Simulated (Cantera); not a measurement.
A closed system holds: 1 mol Ni, 2.1 mol NH3, 140 mol N2, at 1600 °C.

Equilibrium computed with Cantera from the NASA thermochemical tables; the gas is ideal and each condensed phase is pure. Candidate condensed phases: Ni; 10 gas species. Equilibrium is a limit: real reactors are often held back by kinetics, nucleation or transport.

x: gas mole fraction; n: condensed amount in mol.

```tsv
P (Pa)	x N2	x H2	x H	x Ni	n Ni(l)
10	0.967	0.0174	0.00850	0.00686	0
120	0.970	0.0203	0.00266	0.00688	0
1600	0.976	0.0214	___	___	___
19000	0.978	0.0217	___	___	0.972
240000	0.978	0.0218	6.15e-5	1.56e-5	0.998
3000000	0.978	0.0218	1.74e-5	1.24e-6	1.000
```

**Question.** Some entries are withheld; supply them.

**Answer.** 
- 1600, x H: 0.000747
- 1600, x Ni: 0.00233
- 1600, n Ni(l): 0.662
- 19000, x H: 0.000218
- 19000, x Ni: 0.000197
